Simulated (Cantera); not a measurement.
**Ta₂O₅ + CH₄ + CO (carbothermic reduction)**

A closed system holds: 1 mol Ta₂O₅, 1.4 mol CH₄, 0.51 mol CO, held at 1448 K and 450 Pa.

Method: chemical equilibrium by Gibbs-energy minimisation in Cantera with the NASA 1993 tables (ideal gas, pure condensed phases). Candidate condensed phases: C, C₆H₆, C₇H₈, C₈H₁₈, H₂O, Ta, TaC, Ta₂O₅; 113 gas species. Mutual solubility and eutectic melting of coexisting phases are not modelled. TaC: taken at fixed stoichiometry. Condensed phases not in the tables: Ta₂C. Equilibrium is a limit: real reactors are often held back by kinetics, nucleation or transport.

| Property | Result |
|---|---|
| x(H₂) | 0.649 |
| x(CO) | 0.350 |
| x(H₂O) | 0.000508 |
| x(CO₂) | 0.000116 |
| x(H) | 0.000111 |
| n(TaC(s)) | 0.401 mol |
| n(Ta₂O₅(s)) | 0.800 mol |
| gas amount | 4.309 mol |
| log10 activity of C(graphite) (absent) | -2.29 |
| log10 activity of Ta(s) (absent) | -2.77 |
